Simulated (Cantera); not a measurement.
Adiabatic ignition

An adiabatic, constant-volume homogeneous reactor starts with H2 : O2 : N2 : NO = 1 : 0.943 : 10.4 : 0.015 (molar parts), at 1723 K and 3.75 atm.

Detailed kinetics in Cantera: GRI-Mech 3.0 (53 species, 325 reactions). The hydrogen kinetics of GRI-Mech 3.0 are dated; newer H2 mechanisms differ, most at raised pressure.

| t (s) | T (K) | P (bar) | x H2 | x O2 | x NO | x OH | x NO2 | x N2O |
|---|---|---|---|---|---|---|---|---|
| 2.00e-6 | 1723 | 3.80 | 0.0807 | 0.0762 | 0.00121 | 2.59e-5 | 3.32e-7 | 7.14e-9 |
| 8.29e-6 | 2014 | 4.37 | 0.00911 | 0.0359 | 0.00126 | 0.0102 | 7.19e-7 | 5.93e-7 |
| 3.44e-5 | 2333 | 4.96 | 0.00241 | 0.0356 | 0.00135 | 0.00705 | 1.37e-6 | 1.21e-6 |
| 0.000143 | 2392 | 5.07 | 0.000675 | 0.0362 | 0.00142 | 0.00400 | 1.34e-6 | 1.03e-6 |
| 0.000591 | 2392 | 5.07 | 0.000659 | 0.0361 | 0.00161 | 0.00395 | 1.51e-6 | 1.02e-6 |
| 0.00245 | 2390 | 5.07 | 0.000656 | 0.0358 | 0.00235 | 0.00391 | 2.19e-6 | 1.01e-6 |
| 0.0102 | 2384 | 5.05 | 0.000647 | 0.0347 | 0.00457 | 0.00381 | 4.21e-6 | 1.00e-6 |
| 0.0421 | 2377 | 5.04 | 0.000636 | 0.0334 | 0.00733 | 0.00368 | 6.67e-6 | 1.00e-6 |
| 0.175 | 2376 | 5.04 | 0.000634 | 0.0332 | 0.00767 | 0.00367 | 6.97e-6 | 1.01e-6 |
| 0.724 | 2376 | 5.04 | 0.000634 | 0.0332 | 0.00767 | 0.00367 | 6.97e-6 | 1.01e-6 |
| 3.00 | 2376 | 5.04 | 0.000634 | 0.0332 | 0.00767 | 0.00367 | 6.97e-6 | 1.01e-6 |
x: mole fraction; the columns are a selection and need not sum to one.

- time of steepest temperature rise: 4.69 µs
- temperature at 3.00 s: 2376 K
- equilibrium temperature: 2376 K
- x(H2) at 3.00 s: 0.000634 (gas-phase equilibrium 0.000634)
- x(O2) at 3.00 s: 0.0332 (gas-phase equilibrium 0.0332)
- x(NO) at 3.00 s: 0.00767 (gas-phase equilibrium 0.00767)
